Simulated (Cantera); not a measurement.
Mixture: CH4 : H2 : O2 : N2 : H2O = 1 : 0.7 : 3.46 : 13 : 0.81 (molar parts), equivalence ratio 0.68, at 34.0 bar, adiabatic and at constant pressure. Ignition delay is the time to a rise of 400 K.

Model: GRI-Mech 3.0 (53 species, 325 reactions), integrated in Cantera. The pressure lies above the range GRI-Mech 3.0 was tuned for (to about 10 atm).

Task: Predict: delay at 1050 K; delay at 1150 K; delay at 1250 K; delay at 1350 K; delay at 1450 K; delay at 1550 K; apparent activation energy between 1350 and 1550 K.

Result: 
```json
{
 "delay at 1050 K": "3.15 ms",
 "delay at 1150 K": "0.553 ms",
 "delay at 1250 K": "0.134 ms",
 "delay at 1350 K": "42.8 µs",
 "delay at 1450 K": "17.6 µs",
 "delay at 1550 K": "8.65 µs",
 "apparent activation energy between 1350 and 1550 K": "140 kJ/mol"
}
```
